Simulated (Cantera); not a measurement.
A closed system holds: 1 mol HgO, 12 mol H₂, held at 52.0 Pa.

Method: chemical equilibrium by Gibbs-energy minimisation in Cantera with the NASA 1993 tables (ideal gas, pure condensed phases). Candidate condensed phases: H₂O, Hg, HgO; 10 gas species. Equilibrium is a limit: real reactors are often held back by kinetics, nucleation or transport. All values below are at 1100 K.

Base state: H₂ 0.846, H₂O 0.0769, Hg 0.0769 (mole fractions); condensed: gas only.

**Question.** What changes in the equilibrium state with this change: HgO replaced by Fe(CO)₅?

**Answer.** 
```csv
species,before,after
H₂,0.846,0.706
CO,0,0.294
H₂O,0.0769,9.66e-6
Hg,0.0769,0
"Fe(α), mol",0,1.00
```
Further candidate phases: C, C₆H₆, C₇H₈, C₈H₁₈, Fe, Fe(CO)₅, FeO, Fe(OH)₂, Fe(OH)₃, Fe₂O₃, Fe₃O₄.
